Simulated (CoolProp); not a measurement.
Vapour-liquid equilibrium of benzene (1) + ethylbenzene (2) at 486.4 K; x and y are mole fractions of (1).

Values from CoolProp's multi-fluid Helmholtz-energy mixture model, Thol 2012 and Zhou 2012; pair parameters Bell 2016.

Problem. Give the bubble pressure and the first vapour's composition at x = 0.05, 0.5, 0.95. Is there an azeotrope?

Solution. x = 0.05: 5.984 bar, y = 0.110; x = 0.5: 10.75 bar, y = 0.710; x = 0.95: 16.92 bar, y = 0.980. No azeotrope shows between x = 0.05 and 0.95.

The pair parameters rest on a limited set of measurements; away from them the model extrapolates.
